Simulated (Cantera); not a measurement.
# Hydrocarbon pyrolysis for carbon deposition

An isothermal, constant-pressure homogeneous reactor starts with C₂H₄ : H₂ = 1 : 2 (molar parts), at 1750 K and 100.0 Torr.

Cantera simulation using GRI-Mech 3.0 (53 species, 325 reactions); the numbers are that mechanism's predictions, not measurements. GRI-Mech 3.0 was tuned for natural gas; its chemistry of ethylene as a main component is partial and can be far from experiment. GRI-Mech 3.0 stops at C3 and has no aromatics, soot or wall deposition, so with more carbon than oxygen in the feed, carbon stays in small species such as C2H2 where larger ones or solid carbon would form.

| t (s) | x C₂H₄ | x H₂ | x H | x C₂H | x CH₄ | x CH₃ | x CH₂ |
|---|---|---|---|---|---|---|---|
| 2.00e-5 | 0.332 | 0.667 | 2.21e-6 | 2.36e-11 | 3.75e-9 | 2.79e-9 | 9.56e-10 |
| 6.46e-5 | 0.329 | 0.668 | 7.12e-6 | 2.53e-10 | 8.92e-8 | 2.01e-8 | 4.30e-9 |
| 0.000209 | 0.317 | 0.671 | 2.25e-5 | 2.81e-9 | 1.81e-6 | 1.24e-7 | 1.45e-8 |
| 0.000674 | 0.274 | 0.681 | 5.57e-5 | 2.56e-8 | 2.56e-5 | 4.63e-7 | 3.15e-8 |
| 0.00218 | 0.157 | 0.710 | 7.60e-5 | 9.92e-8 | 0.000134 | 6.63e-7 | 2.38e-8 |
| 0.00704 | 0.0232 | 0.744 | 0.000137 | 3.02e-7 | 0.000293 | 1.20e-6 | 6.29e-9 |
| 0.0227 | 0.000824 | 0.749 | 0.000554 | 1.30e-6 | 0.000368 | 5.52e-6 | 5.25e-9 |
| 0.0734 | 0.000823 | 0.749 | 0.000558 | 1.31e-6 | 0.000556 | 8.40e-6 | 7.59e-9 |
| 0.237 | 0.000822 | 0.748 | 0.000557 | 1.30e-6 | 0.00114 | 1.72e-5 | 1.46e-8 |
| 0.767 | 0.000821 | 0.747 | 0.000556 | 1.30e-6 | 0.00255 | 3.83e-5 | 3.12e-8 |
| 2.48 | 0.000820 | 0.747 | 0.000554 | 1.30e-6 | 0.00359 | 5.39e-5 | 4.32e-8 |
| 8.00 | 0.000820 | 0.747 | 0.000554 | 1.30e-6 | 0.00362 | 5.44e-5 | 4.36e-8 |
x: mole fraction; the columns are a selection and need not sum to one.

Equilibrium at this temperature and pressure: C₂H₄ 0.000820, H₂ 0.747, H 0.000554, C₂H 1.30e-6, CH₄ 0.00362, CH₃ 5.44e-5, CH₂ 4.36e-8 (gas phase only).
